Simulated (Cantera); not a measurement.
What does this Cantera script print?

```python
import numpy as np
import cantera as ct

gas_names = [...]  # 95 gases of nasa_gas.yaml made of C, F, H
cond_names = """
    C(gr) C6H6(L) C7H8(L) C8H18(L),n-octa
""".split()


# ... load() reads the species with a 1 bar reference pressure and builds the phases ...
atoms = {
    'CF4': {'C': 1, 'F': 4},
    'H2': {'H': 2},
}
top_T = {'C(gr)': 4500}  # K; cautious upper limits of use, not melting points


# ... equilibrate(T, P, feed) seeds the gas with the atoms and calls Mixture.equilibrate('TP', solver="vcs", rtol=1e-11, max_steps=5000) ...
results = []
T = 2225  # K
P = 1333.22  # Pa
for m in [1.2, 1.9, 2.6, 3.2, 3.9, 4.6, 5.3, 6]:
    feed = {'CF4': 1, 'H2': m}  # mol
    mix = equilibrate(T, P, feed)
    results.append((T, P, feed, dict(zip(mix.species_names, mix.species_moles))))
    x = sorted(zip(gas.X, gas.species_names), reverse=True)
    print(f"T = {T:g} K  P = {P:g} Pa  n(H2) = {m:g} mol  gas = {mix.phase_moles(0):.4g} mol")
    print("   x: " + "  ".join(f"{s} {v:.3e}" for v, s in x if v > 0.0001))
    print("   condensed (mol): " + ("  ".join(f"{mix.phase(i).name} {mix.phase_moles(i):.4g}"
          for i in range(1, mix.n_phases) if mix.phase_moles(i) > 1e-12) or "none"))
```

It prints:

```
T = 2225 K  P = 1333.22 Pa  n(H2) = 1.2 mol  gas = 3.198 mol
   x: HF 7.504e-01  CF2 1.088e-01  F 9.127e-02  CF4 4.510e-02  CF3 3.271e-03  CF 1.143e-03
   condensed (mol): C(gr) 0.4935
T = 2225 K  P = 1333.22 Pa  n(H2) = 1.9 mol  gas = 3.954 mol
   x: HF 9.608e-01  F 2.799e-02  CF2 1.023e-02  CF4 3.987e-04  CF 3.506e-04  H 1.010e-04
   condensed (mol): C(gr) 0.9562
T = 2225 K  P = 1333.22 Pa  n(H2) = 2.6 mol  gas = 4.645 mol
   x: HF 8.610e-01  H2 1.192e-01  H 1.937e-02  C2H2,acetylene 3.496e-04  F 1.308e-04
   condensed (mol): C(gr) 0.9967
T = 2225 K  P = 1333.22 Pa  n(H2) = 3.2 mol  gas = 5.269 mol
   x: HF 7.591e-01  H2 2.142e-01  H 2.596e-02  C2H2,acetylene 6.283e-04
   condensed (mol): C(gr) 0.9933
T = 2225 K  P = 1333.22 Pa  n(H2) = 3.9 mol  gas = 5.992 mol
   x: HF 6.674e-01  H2 3.008e-01  H 3.077e-02  C2H2,acetylene 8.824e-04
   condensed (mol): C(gr) 0.9893
T = 2225 K  P = 1333.22 Pa  n(H2) = 4.6 mol  gas = 6.715 mol
   x: HF 5.957e-01  H2 3.691e-01  H 3.408e-02  C2H2,acetylene 1.083e-03
   condensed (mol): C(gr) 0.9853
T = 2225 K  P = 1333.22 Pa  n(H2) = 5.3 mol  gas = 7.436 mol
   x: HF 5.379e-01  H2 4.243e-01  H 3.654e-02  C2H2,acetylene 1.245e-03
   condensed (mol): C(gr) 0.9814
T = 2225 K  P = 1333.22 Pa  n(H2) = 6 mol  gas = 8.157 mol
   x: HF 4.903e-01  H2 4.698e-01  H 3.845e-02  C2H2,acetylene 1.378e-03
   condensed (mol): C(gr) 0.9774
```

Method: chemical equilibrium by Gibbs-energy minimisation in Cantera with the NASA 1993 tables (ideal gas, pure condensed phases). Gases not in the tables: C2F6 and larger saturated fluorocarbons.
